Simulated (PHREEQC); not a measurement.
A solution holds 0.0024 mol Cu(NO3)2, 0.0026 mol H2SO4 and 0.054 mol Na2SO4 per kg of water, at 24 °C. Closed to the air; pH follows from the charge balance.

Equilibrium calculation in PHREEQC: ion-association model, phreeqc.dat.

Each row changes one thing in this solution. Precipitation was switched off in this run.

```tsv
case	pH	ionic strength (mol/kgw)	SO4-2 (mol/kgw)	HSO4- (mol/kgw)
as made	2.77	0.151	0.0450	0.00310
Cu(NO3)2 left out	2.78	0.148	0.0460	[?]
Na2SO4 left out	2.37	0.0127	0.00178	0.000514
0.0015 mol/kgw NaHCO3 added	2.92	0.153	0.0457	0.00222
Cu(NO3)2 from 0.0024 to 0.00024 mol/kgw	2.78	0.149	0.0459	0.00313
Na2SO4 from 0.054 to 0.0594 mol/kgw	[?]	0.165	0.0491	0.00317
```

### Question
What belongs in the gaps?

### Answer

- Cu(NO3)2 left out, HSO4- (mol/kgw): 0.00314
- Na2SO4 from 0.054 to 0.0594 mol/kgw, pH: 2.79
